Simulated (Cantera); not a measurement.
Input: 1 mol SiC, 1.6 mol CO2, 9.5 mol H2, 0.016 mol O2, at 1677 °C.

Method: chemical equilibrium by Gibbs-energy minimisation in Cantera with the NASA 1993 tables (ideal gas, pure condensed phases). Candidate condensed phases: C, C6H6, C7H8, C8H18, H2O, Si, SiC, SiO2; 123 gas species. Mutual solubility and eutectic melting of coexisting phases are not modelled. The tables hold silica as quartz up to 1696 K and as liquid above; real silica turns to tridymite and cristobalite and melts near 1996 K. Gases not in the tables: Si2H6 and higher silanes. Kinetics and transport are ignored.

Q: Which condensed phases are stable at each of these points (P (Pa)): 0.100, 2.50, 63, 1600, 40000, 1000000?

A: 
```tsv
P (Pa)	condensed phases	Si condensed (%)
0.100	gas only	0.0
2.50	gas only	0.0
63	SiC(s)	11.0
1600	SiC(s)	18.1
40000	SiC(s)	18.4
1000000	SiC(s) + SiO2(condensed)	92.9
```

From 0.000750 Torr to 0.0188 Torr nothing is condensed. From 0.473 Torr to 300 Torr the condensed part is SiC(s). At 7500 Torr the condensed part is SiC(s) + SiO2(condensed).
